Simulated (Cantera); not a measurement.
Feed: 1 mol CCl₄, 0.032 mol HCl, 0.96 mol H₂, at 350 °C and 35.0 mbar.

Equilibrium computed with Cantera from the NASA thermochemical tables; the gas is ideal and each condensed phase is pure. Candidate condensed phases: C, C₆H₆, C₇H₈, C₈H₁₈; 91 gas species. Gases not in the tables: chlorinated aromatics. The numbers say what is thermodynamically allowed, not how fast it happens.

Base state: HCl 0.664, Cl₂ 0.317, CCl₄ 0.0184 (mole fractions); condensed: C(graphite).

**Question.** What changes in the equilibrium state with this change: H₂ from 0.96 to 0.58 mol?

**Answer.** 
| species | before | after |
|---|---|---|
| Cl₂ | 0.317 | 0.482 |
| HCl | 0.664 | 0.476 |
| CCl₄ | 0.0184 | 0.0425 |
| C(graphite), mol | 0.946 | 0.893 |
